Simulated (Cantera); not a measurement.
A closed system holds: 1 mol PbO, 0.18 mol O2, 8.2 mol H2, equilibrated at 0.195 Torr.

These are equilibrium values from Cantera (NASA tables, ideal gas, pure condensed phases), not measurements of a reactor. Candidate condensed phases: H2O, Pb, PbO, PbO2, Pb3O4; 12 gas species. Kinetics and transport are ignored.

Which condensed phases are stable at each of these points (T (°C)): 427, 527, 627, 727, 827, 927, 1027, 1127?


```csv
T (°C),condensed phases,Pb condensed (%)
427,Pb(l),100.0
527,Pb(l),99.8
627,Pb(l),95.7
727,Pb(l),45.5
827,gas only,0.0
927,gas only,0.0
1027,gas only,0.0
1127,gas only,0.0
```

From 427 °C to 727 °C the condensed part is Pb(l). From 827 °C to 1127 °C nothing is condensed.
